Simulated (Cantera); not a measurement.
An isothermal, constant-pressure homogeneous reactor starts with H2 : O2 = 0.24 : 1 (molar parts), equivalence ratio 0.12, at 998 K and 27.8 Torr. Integrator tolerance rtol = 1e-08.

Cantera simulation using GRI-Mech 3.0 (53 species, 325 reactions); the numbers are that mechanism's predictions, not measurements. Radical loss at walls, strong at low pressure, is not modelled. The temperature is held fixed by assumption; the heat of reaction is taken as removed at once.

### Question
What does this change do: pressure from 27.8 Torr to 0.750 Torr?

### Answer
```
quantity                                            before                                     after
----------------  ----------------------------------------  ----------------------------------------
x(H2) at 2.00 s   1.54e-8 (gas-phase equilibrium 1.04e-10)  0.00155 (gas-phase equilibrium 6.33e-10)
x(O2) at 2.00 s        0.786 (gas-phase equilibrium 0.786)       0.774 (gas-phase equilibrium 0.786)
x(H) at 2.00 s     1.67e-10 (gas-phase equilibrium <1e-12)  0.00636 (gas-phase equilibrium 1.72e-12)
x(H2O) at 2.00 s       0.214 (gas-phase equilibrium 0.214)       0.206 (gas-phase equilibrium 0.214)
x(O) at 2.00 s    9.57e-8 (gas-phase equilibrium 6.86e-10)   0.00990 (gas-phase equilibrium 4.17e-9)
```
